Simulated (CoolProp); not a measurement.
Vapour-liquid equilibrium of R134a (1) + R142b (2) at 0.308 MPa; x and y are mole fractions of (1).

Values from CoolProp's multi-fluid Helmholtz-energy mixture model, Tillner-Roth 1994 and Lemmon 2006; pair parameters Bell 2016.

```csv
x,"bubble temperature, mixture model (K)","bubble temperature, Raoult's law (K)","y, mixture model","y, Raoult's law"
0.05,293.2,293.7,0.101,0.094
0.2,288.3,289.6,0.342,0.332
0.35,284.5,286.0,0.519,0.518
0.5,281.4,282.9,0.656,0.667
0.65,278.9,280.1,0.769,0.789
0.8,276.8,277.6,0.870,0.890
0.95,275.1,275.3,0.967,0.975
```

The largest gap from Raoult's law is -1.5 K in bubble temperature, at x = 0.35. No azeotrope shows between x = 0.05 and 0.95.

Pair parameters are fitted to limited data, so mixtures are less certain than the pure fluids.
